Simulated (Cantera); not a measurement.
An isothermal, constant-pressure homogeneous reactor starts with NH3 : H2 = 1 : 0.91 (molar parts), at 1850 K and 23.3 Torr. Integrator tolerance rtol = 1e-08.

Detailed kinetics in Cantera: the gas-phase N/H chemistry of the illustrative SiF4/NH3 mechanism in the Surface Chemkin manual (1991). Walls and surfaces, which speed up NH3 decomposition in real reactors, are not modelled.

Q: What does this change do: temperature 1850 to 1225 K?

A: 
| quantity | before | after |
|---|---|---|
| x(NH3) at 2.00 s | 0.296 (gas-phase equilibrium 2.52e-7) | 0.524 (gas-phase equilibrium 1.62e-6) |
| x(H2) at 2.00 s | 0.629 (gas-phase equilibrium 0.826) | 0.476 (gas-phase equilibrium 0.828) |
| x(NH) at 2.00 s | 5.28e-6 (gas-phase equilibrium 3.46e-10) | 4.30e-11 (gas-phase equilibrium <1e-12) |
| x(N2H2) at 2.00 s | 1.17e-6 (gas-phase equilibrium <1e-12) | 7.80e-10 (gas-phase equilibrium <1e-12) |
| x(H) at 2.00 s | 0.000249 (gas-phase equilibrium 0.00280) | 2.15e-7 (gas-phase equilibrium 1.62e-6) |
| x(N2H4) at 2.00 s | 5.54e-9 (gas-phase equilibrium <1e-12) | 7.75e-11 (gas-phase equilibrium <1e-12) |

Q: What does this change do: temperature 1850 to 1300 K?

A: 
| quantity | before | after |
|---|---|---|
| x(NH3) at 2.00 s | 0.296 (gas-phase equilibrium 2.52e-7) | 0.524 (gas-phase equilibrium 1.18e-6) |
| x(H2) at 2.00 s | 0.629 (gas-phase equilibrium 0.826) | 0.476 (gas-phase equilibrium 0.828) |
| x(NH) at 2.00 s | 5.28e-6 (gas-phase equilibrium 3.46e-10) | 1.70e-9 (gas-phase equilibrium <1e-12) |
| x(N2H2) at 2.00 s | 1.17e-6 (gas-phase equilibrium <1e-12) | 1.34e-8 (gas-phase equilibrium <1e-12) |
| x(H) at 2.00 s | 0.000249 (gas-phase equilibrium 0.00280) | 1.50e-6 (gas-phase equilibrium 5.76e-6) |
| x(N2H4) at 2.00 s | 5.54e-9 (gas-phase equilibrium <1e-12) | 9.35e-10 (gas-phase equilibrium <1e-12) |
